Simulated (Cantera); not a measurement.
A closed system holds: 1 mol (CH3)2SiCl2, 5.2 mol H2, held at 110 Pa.

These are equilibrium values from Cantera (NASA tables, ideal gas, pure condensed phases), not measurements of a reactor. Candidate condensed phases: C, C6H6, C7H8, C8H18, Si, SiC; 109 gas species. The feed counts by its element totals alone. The tables' values for SiCl3, SiCl are old estimates; treat these amounts as uncertain. Rates play no part. All values below are at 1700 K.

Base state: H2 0.782, HCl 0.210, H 0.00393, SiCl2 0.00300, Cl 0.000820, C2H2 (acetylene) 5.74e-5, SiCl3 1.90e-5, SiCl 1.17e-5 (mole fractions); condensed: C(graphite) + SiC(s).

**Question.** What changes in the equilibrium state with this change: (CH3)2SiCl2 replaced by SiHCl3?

**Answer.** 
| species | before | after |
|---|---|---|
| H2 | 0.782 | 0.708 |
| HCl | 0.210 | 0.158 |
| SiCl2 | 0.00300 | 0.127 |
| C2H2 (acetylene) | 5.74e-5 | 0 |
| Si | 9.15e-6 | 0.000617 |
| SiH | 4.15e-7 | 2.66e-5 |
| C(graphite), mol | 1.03 | 0 |
| SiC(s), mol | 0.972 | 0 |
| Si(l), mol | 0 | 0.0696 |
Gases not in the tables: Si2H6 and higher silanes.

**Question.** What changes in the equilibrium state with this change: H2 from 5.2 to 2.3 mol?

**Answer.** 
| species | before | after |
|---|---|---|
| H2 | 0.782 | 0.687 |
| HCl | 0.210 | 0.301 |
| SiCl2 | 0.00300 | 0.00702 |
| SiCl3 | 1.90e-5 | 6.81e-5 |
| SiCl | 1.17e-5 | 1.79e-5 |
| Cl | 0.000820 | 0.00126 |
| C(graphite), mol | 1.03 | 1.04 |
| SiC(s), mol | 0.972 | 0.955 |

**Question.** What changes in the equilibrium state with this change: H2 from 5.2 to 10 mol?

**Answer.** 
| species | before | after |
|---|---|---|
| H2 | 0.782 | 0.855 |
| HCl | 0.210 | 0.140 |
| H | 0.00393 | 0.00411 |
| SiCl2 | 0.00300 | 0.00121 |
| SiCl3 | 1.90e-5 | 4.88e-6 |
| Cl | 0.000820 | 0.000521 |
| SiCl | 1.17e-5 | 7.43e-6 |
| C2H2 (acetylene) | 5.74e-5 | 6.27e-5 |
| C(graphite), mol | 1.03 | 1.02 |
| SiC(s), mol | 0.972 | 0.983 |
